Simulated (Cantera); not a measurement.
# Stirred combustor or abatement burner

A perfectly stirred reactor is fed with 6.70 % CH₄, 6.70 % H₂, 18.2 % O₂, 68.4 % N₂, equivalence ratio 0.92, at 750 Torr; it is adiabatic with a 800 K inlet, and is followed from long to short residence time, starting on the burning branch (τ in s: 0.037, 0.022, 0.013, 0.0073, 0.0042, 0.0025, 0.0014, 0.00083, 0.00048, 0.00028, 0.00016, 9.4e-05, 5.5e-05).

Detailed kinetics in Cantera: GRI-Mech 3.0 (53 species, 325 reactions).

| τ (s) | T (K) | x CH₄ | x H₂ | x O₂ | x CH₃ | x C₂H₂ | x NO₂ |
|---|---|---|---|---|---|---|---|
| 0.037 | 2443 | 1.98e-6 | 0.00690 | 0.0198 | 1.19e-6 | 6.70e-11 | 1.10e-6 |
| 0.022 | 2439 | 3.22e-6 | 0.00711 | 0.0203 | 1.92e-6 | 1.63e-10 | 9.01e-7 |
| 0.013 | 2431 | 5.17e-6 | 0.00745 | 0.0210 | 3.05e-6 | 3.82e-10 | 6.82e-7 |
| 0.0073 | 2416 | 8.52e-6 | 0.00807 | 0.0219 | 4.93e-6 | 8.92e-10 | 4.62e-7 |
| 0.0042 | 2393 | 1.34e-5 | 0.00898 | 0.0231 | 7.54e-6 | 1.81e-9 | 2.93e-7 |
| 0.0025 | 2362 | 2.01e-5 | 0.0102 | 0.0244 | 1.09e-5 | 3.23e-9 | 1.79e-7 |
| 0.0014 | 2318 | 3.12e-5 | 0.0119 | 0.0261 | 1.61e-5 | 5.71e-9 | 9.76e-8 |
| 0.00083 | 2269 | 4.65e-5 | 0.0136 | 0.0278 | 2.27e-5 | 9.38e-9 | 5.53e-8 |
| 0.00048 | 2212 | 7.18e-5 | 0.0156 | 0.0298 | 3.27e-5 | 1.62e-8 | 3.10e-8 |
| 0.00028 | 2151 | 0.000113 | 0.0176 | 0.0318 | 4.76e-5 | 2.94e-8 | 1.83e-8 |
| 0.00016 | 2086 | 0.000186 | 0.0195 | 0.0342 | 7.21e-5 | 5.94e-8 | 1.12e-8 |
| 9.4e-5 | 2025 | 0.000312 | 0.0213 | 0.0368 | 0.000110 | 1.28e-7 | 7.32e-9 |
| 5.5e-5 | 1964 | 0.000549 | 0.0230 | 0.0403 | 0.000178 | 3.13e-7 | 4.84e-9 |
x: mole fraction; the columns are a selection and need not sum to one.
